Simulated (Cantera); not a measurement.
A closed system holds: 1 mol Si₂Cl₆, 0.12 mol HCl, 13 mol N₂, at 1400 K and 0.100 bar.

Method: chemical equilibrium by Gibbs-energy minimisation in Cantera with the NASA 1993 tables (ideal gas, pure condensed phases). Candidate condensed phases: NH₄Cl, Si, Si₃N₄; 28 gas species. The feed counts by its element totals alone. N₂ is the only nitrogen source here; it is nearly inert below about 1500 K, so the nitride shown seldom forms there in practice. The tables' values for SiCl₃ are old estimates; treat these amounts as uncertain. Rates play no part.

Base state: N₂ 0.882, SiCl₄ 0.0918, SiCl₃ 0.0118, HCl 0.00817, SiCl₂ 0.00646, H₂ 4.94e-5, SiHCl₃ 3.93e-5, Cl 1.47e-5 (mole fractions); condensed: Si₃N₄(s).

What changes in the equilibrium state with this change: temperature from 1400 K to 1223.15 K?


| species | before | after |
|---|---|---|
| N₂ | 0.882 | 0.886 |
| SiCl₄ | 0.0918 | 0.104 |
| HCl | 0.00817 | 0.00825 |
| SiCl₃ | 0.0118 | 0.00168 |
| SiCl₂ | 0.00646 | 0.000216 |
| Cl | 1.47e-5 | 8.93e-7 |
| SiHCl₃ | 3.93e-5 | 2.23e-5 |
| H₂ | 4.94e-5 | 5.76e-5 |
| Si₃N₄(s), mol | 0.137 | 0.164 |
